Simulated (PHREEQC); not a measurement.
Brine: an equilibrium model

Make-up at 25 °C: 6.6 mol/kgw NaOH, 0.13 mol/kgw CaCl2 and 0.18 mol/kgw LiCl. Closed to the air; pH follows from the charge balance.

The numbers come from PHREEQC with the Pitzer model, pitzer.dat.

```yaml
pH: 15.19
ionic_strength: 7.17 mol/kgw
activity_of_water: 0.690
density: 1.212 g/cm³
osmotic_coefficient: 1.475
total_alkalinity: 6600 meq/kg
```

| species | molality | activity | log γ |
|---|---|---|---|
| OH- | 6.60 | 10.8 | 0.212 |
| Na+ | 6.60 | 8.46 | 0.108 |
| Cl- | 0.440 | 0.282 | -0.194 |
| Li+ | 0.180 | 0.0709 | -0.404 |
| Ca+2 | 0.130 | 8.75e-5 | -3.172 |

Precipitation was switched off in this run. The solution is supersaturated, for example in Portlandite, so a real one may precipitate; this is no full list. In brines, pH and single-ion activities rest on the MacInnes convention.
